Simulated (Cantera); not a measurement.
## Reactions in the system H-Li-O

Standard-state values (1 bar) from the NASA 1993 polynomials, evaluated with Cantera. Values are per mole of reaction as written; species without (g) are pure solids or liquids, kept so even where they would boil at 1 bar.

2 Li₂O + 4 H(g) + O₂(g) ⇌ 4 LiOH

```csv
T (K),ΔH° (kJ),ΔS° (J/K),ΔG° (kJ),log10 K
973,-1514.7,-439.0,-1087.5,58.38
1023,-1512.4,-435.9,-1066.5,54.45
1073,-1509.7,-433.3,-1044.7,50.86
1123,-1507.0,-430.9,-1023.1,47.59
1173,-1504.6,-428.8,-1001.6,44.60
1223,-1502.2,-426.8,-980.2,41.87
```
